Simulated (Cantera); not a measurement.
Thermodynamics of roasting and sulfation, feed MgO + H2S + N2

Feed: 1 mol MgO, 0.081 mol H2S, 5.2 mol N2, at 777 °C and 0.133 bar.

These are equilibrium values from Cantera (NASA tables, ideal gas, pure condensed phases), not measurements of a reactor. Candidate condensed phases: H2O, H2SO4, Mg, MgO, Mg(OH)2, MgS, MgSO4, S; 43 gas species. Mutual solubility and eutectic melting of coexisting phases are not modelled. Gases not in the tables: S3 to S7. Equilibrium is a limit: real reactors are often held back by kinetics, nucleation or transport.

```
Quantity                               Result
--------------------------------  -----------
x(N2)                                   0.982
x(H2S)                                0.00910
x(H2)                                 0.00574
x(S2)                                 0.00287
x(H2O)                               0.000460
x(SH)                                 5.09e-6
n(MgO(s))                           0.998 mol
n(MgS(s))                         0.00244 mol
gas amount                          5.296 mol
log10 activity of S(l) (absent)         -2.20
log10 activity of Mg(l) (absent)       -13.70
```
